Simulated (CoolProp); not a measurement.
Saturation properties of propane.

Values from CoolProp's reference Helmholtz-energy equation of state, Lemmon 2009.

```json
[
 {"T (°C)": "-62.05", "p (MPa)": "0.03826", "enthalpy of vaporisation (kJ/kg)": "445.6", "liquid cp (kJ/(kg K))": "2.164", "surface tension (mN/m)": "18.3", "liquid conductivity (mW/(m K))": "141"},
 {"T (°C)": "-53.05", "p (MPa)": "0.06087", "enthalpy of vaporisation (kJ/kg)": "…", "liquid cp (kJ/(kg K))": "2.199", "surface tension (mN/m)": "17.1", "liquid conductivity (mW/(m K))": "136"},
 {"T (°C)": "-44.05", "p (MPa)": "0.09296", "enthalpy of vaporisation (kJ/kg)": "427.6", "liquid cp (kJ/(kg K))": "2.237", "surface tension (mN/m)": "15.9", "liquid conductivity (mW/(m K))": "…"},
 {"T (°C)": "-35.05", "p (MPa)": "0.1369", "enthalpy of vaporisation (kJ/kg)": "418.0", "liquid cp (kJ/(kg K))": "2.280", "surface tension (mN/m)": "14.7", "liquid conductivity (mW/(m K))": "125"},
 {"T (°C)": "-26.05", "p (MPa)": "0.1955", "enthalpy of vaporisation (kJ/kg)": "407.9", "liquid cp (kJ/(kg K))": "2.327", "surface tension (mN/m)": "13.5", "liquid conductivity (mW/(m K))": "120"},
 {"T (°C)": "-17.05", "p (MPa)": "0.2715", "enthalpy of vaporisation (kJ/kg)": "397.2", "liquid cp (kJ/(kg K))": "2.378", "surface tension (mN/m)": "12.3", "liquid conductivity (mW/(m K))": "115"},
 {"T (°C)": "-8.05", "p (MPa)": "0.3681", "enthalpy of vaporisation (kJ/kg)": "385.8", "liquid cp (kJ/(kg K))": "2.436", "surface tension (mN/m)": "11.2", "liquid conductivity (mW/(m K))": "110"},
 {"T (°C)": "0.95", "p (MPa)": "0.4884", "enthalpy of vaporisation (kJ/kg)": "373.5", "liquid cp (kJ/(kg K))": "2.500", "surface tension (mN/m)": "10.0", "liquid conductivity (mW/(m K))": "106"},
 {"T (°C)": "9.95", "p (MPa)": "0.6357", "enthalpy of vaporisation (kJ/kg)": "360.4", "liquid cp (kJ/(kg K))": "2.573", "surface tension (mN/m)": "8.87", "liquid conductivity (mW/(m K))": "101"},
 {"T (°C)": "18.95", "p (MPa)": "0.8136", "enthalpy of vaporisation (kJ/kg)": "346.1", "liquid cp (kJ/(kg K))": "2.656", "surface tension (mN/m)": "7.76", "liquid conductivity (mW/(m K))": "96.7"},
 {"T (°C)": "27.95", "p (MPa)": "1.026", "enthalpy of vaporisation (kJ/kg)": "330.5", "liquid cp (kJ/(kg K))": "2.752", "surface tension (mN/m)": "6.67", "liquid conductivity (mW/(m K))": "92.5"},
 {"T (°C)": "36.95", "p (MPa)": "1.275", "enthalpy of vaporisation (kJ/kg)": "…", "liquid cp (kJ/(kg K))": "2.868", "surface tension (mN/m)": "5.61", "liquid conductivity (mW/(m K))": "…"},
 {"T (°C)": "45.95", "p (MPa)": "1.567", "enthalpy of vaporisation (kJ/kg)": "294.2", "liquid cp (kJ/(kg K))": "3.011", "surface tension (mN/m)": "4.59", "liquid conductivity (mW/(m K))": "84.4"},
 {"T (°C)": "54.95", "p (MPa)": "1.905", "enthalpy of vaporisation (kJ/kg)": "272.7", "liquid cp (kJ/(kg K))": "3.200", "surface tension (mN/m)": "3.61", "liquid conductivity (mW/(m K))": "80.6"},
 {"T (°C)": "63.95", "p (MPa)": "2.294", "enthalpy of vaporisation (kJ/kg)": "247.9", "liquid cp (kJ/(kg K))": "3.469", "surface tension (mN/m)": "2.68", "liquid conductivity (mW/(m K))": "…"}
]
```

### Question
What belongs in the gaps?

### Answer

- -53.05, enthalpy of vaporisation (kJ/kg): 436.8
- -44.05, liquid conductivity (mW/(m K)): 131
- 36.95, enthalpy of vaporisation (kJ/kg): 313.3
- 36.95, liquid conductivity (mW/(m K)): 88.4
- 63.95, liquid conductivity (mW/(m K)): 76.8

It boils at -42.1 °C under 1 atm.

Thermal conductivity comes from a separate model (Marsh 2002). Surface tension comes from a separate correlation (Mulero 2012).
